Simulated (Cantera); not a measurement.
## Nitride etching: BN + HCl + H₂ + Cl₂

Feed: 1 mol BN, 40 mol HCl, 0.51 mol H₂, 6.7 mol Cl₂, held at 32.0 mbar.

Cantera equilibrium calculation (NASA polynomials, part measured and part estimated; ideal gas, pure solids and liquids). Candidate condensed phases: B, BN, NH₄Cl; 21 gas species. The tables' values for BCl₂, BCl are old estimates; treat these amounts as uncertain. Gases not in the tables: BHCl₂. Equilibrium is a limit: real reactors are often held back by kinetics, nucleation or transport.

From 973 K to 2073 K nothing is condensed. The main B-bearing gas is BCl₃ throughout.

```json
[
 {"T (K)": "973", "x HCl": "0.869", "x Cl": "0.000451", "x Cl₂": "0.0991", "x BCl₃": "0.0212", "x N₂": "0.0106", "x H₂": "1.20e-10", "x BCl₂": "<1e-12"},
 {"T (K)": "1073", "x HCl": "0.868", "x Cl": "0.00188", "x Cl₂": "0.0983", "x BCl₃": "0.0212", "x N₂": "0.0106", "x H₂": "1.06e-9", "x BCl₂": "5.24e-12"},
 {"T (K)": "1173", "x HCl": "0.866", "x Cl": "0.00613", "x Cl₂": "0.0960", "x BCl₃": "0.0211", "x N₂": "0.0106", "x H₂": "6.62e-9", "x BCl₂": "1.14e-10"},
 {"T (K)": "1273", "x HCl": "0.862", "x Cl": "0.0163", "x Cl₂": "0.0904", "x BCl₃": "0.0210", "x N₂": "0.0105", "x H₂": "3.20e-8", "x BCl₂": "1.55e-9"},
 {"T (K)": "1373", "x HCl": "0.853", "x Cl": "0.0362", "x Cl₂": "0.0794", "x BCl₃": "0.0208", "x N₂": "0.0104", "x H₂": "1.32e-7", "x BCl₂": "1.48e-8"},
 {"T (K)": "1473", "x HCl": "0.839", "x Cl": "0.0677", "x Cl₂": "0.0622", "x BCl₃": "0.0205", "x N₂": "0.0102", "x H₂": "5.06e-7", "x BCl₂": "1.11e-7"},
 {"T (K)": "1573", "x HCl": "0.823", "x Cl": "0.106", "x Cl₂": "0.0411", "x BCl₃": "0.0201", "x N₂": "0.0100", "x H₂": "1.97e-6", "x BCl₂": "6.99e-7"},
 {"T (K)": "1673", "x HCl": "0.808", "x Cl": "0.140", "x Cl₂": "0.0226", "x BCl₃": "0.0197", "x N₂": "0.00985", "x H₂": "8.28e-6", "x BCl₂": "3.98e-6"},
 {"T (K)": "1773", "x HCl": "0.799", "x Cl": "0.161", "x Cl₂": "0.0108", "x BCl₃": "0.0195", "x N₂": "0.00974", "x H₂": "3.67e-5", "x BCl₂": "2.07e-5"},
 {"T (K)": "1873", "x HCl": "0.794", "x Cl": "0.172", "x Cl₂": "0.00491", "x BCl₃": "0.0193", "x N₂": "0.00968", "x H₂": "0.000159", "x BCl₂": "9.57e-5"},
 {"T (K)": "1973", "x HCl": "0.790", "x Cl": "0.178", "x Cl₂": "0.00230", "x BCl₃": "0.0189", "x N₂": "0.00964", "x H₂": "0.000624", "x BCl₂": "0.000385"},
 {"T (K)": "2073", "x HCl": "0.783", "x Cl": "0.185", "x Cl₂": "0.00117", "x BCl₃": "0.0176", "x N₂": "0.00960", "x H₂": "0.00212", "x BCl₂": "0.00128"}
]
```
x: gas mole fraction; nothing condenses.
